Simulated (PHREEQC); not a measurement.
Solution (50 °C): 7.8 mmol/kgw ZnSO4, 26 mmol/kgw MgSO4 and 0.32 mmol/kgw HCl. Closed to the air; pH follows from the charge balance.

Model: ion-association model, wateq4f.dat, run in PHREEQC.

### Question
The ionic strength comes out as 0.0644 mol/kgw. What activity coefficients do HSO4-, SO4-2, Zn(SO4)2-2, Cl-, ZnCl+ get?

### Answer
HSO4- 0.80, SO4-2 0.41, Zn(SO4)2-2 0.41, Cl- 0.79, ZnCl+ 0.79.

Precipitation was switched off in this run. At this temperature some constants are extrapolated from 25 °C, and those without enthalpy data are left unchanged.
